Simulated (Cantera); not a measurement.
A perfectly stirred reactor is fed with CH₄ : O₂ : N₂ = 1 : 3.23 : 12.1 (molar parts), at 1.48 atm; it is adiabatic with a 550 K inlet, and is followed from long to short residence time, starting on the burning branch (τ in s: 0.081, 0.035, 0.015, 0.0066, 0.0029, 0.0012, 0.00054, 0.00023, 0.0001, 4.4e-05, 1.9e-05).

Cantera simulation using GRI-Mech 3.0 (53 species, 325 reactions); the numbers are that mechanism's predictions, not measurements.

Question: Predict: blow-out, bracketed by the residence times tried; x(CH₄) at τ = 81.0 ms; x(O₂) at τ = 81.0 ms; x(O) at τ = 81.0 ms; x(CH₄) at τ = 1.20 ms; x(O₂) at τ = 1.20 ms; x(O) at τ = 1.20 ms; x(C₂H₄) at τ = 1.20 ms; x(C₂H₂) at τ = 1.20 ms.

Answer: 
```
Quantity                                                                        Value
------------------------------------------------  -----------------------------------
blow-out, bracketed by the residence times tried  burning at 0.100 ms, out at 44.0 µs
x(CH₄) at τ = 81.0 ms                                                         7.49e-6
x(O₂) at τ = 81.0 ms                                                           0.0751
x(O) at τ = 81.0 ms                                                          0.000143
x(CH₄) at τ = 1.20 ms                                                        0.000125
x(O₂) at τ = 1.20 ms                                                           0.0765
x(O) at τ = 1.20 ms                                                           0.00150
x(C₂H₄) at τ = 1.20 ms                                                        3.77e-8
x(C₂H₂) at τ = 1.20 ms                                                        1.09e-8
```
